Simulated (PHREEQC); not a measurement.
A solution holds 0.18 mol/kgw HF, 0.064 mol/kgw (CH3)4NF, 0.054 mol/kgw (NH4)2SiF6 and 6.9e-05 mol/kgw HCl, at 25 °C. It is in equilibrium with CO2 at log p = 0 (atm). Otherwise closed; pH follows from the charge balance.

Model: ion-association model, wateq4f.dat, run in PHREEQC.

This is a speciation only: nothing precipitates in the calculation.

Problem. What pH, activity of water, ionic strength does the model give?

Solution. pH 2.66; activity of water 0.992; ionic strength 0.229 mol/kgw.

Problem. In which forms is F present?

Solution. SiF6-2 57 %, HF 18 %, H2F2 10.0 %, F- 8.3 %, HF2- 6.8 % of the F.

Complexes and solids missing from the database can't appear. Carbamate, which ammonia and carbonate form, is missing from the database. (CH3)4N+ isn't in the database: it is added as a free cation with an ion size of 4 Å. wateq4f.dat counts part of the HF as a dimer, H2F2, which phreeqc.dat doesn't know; its constant is uncertain. SiF6-2 is the database's only silicon fluoride.
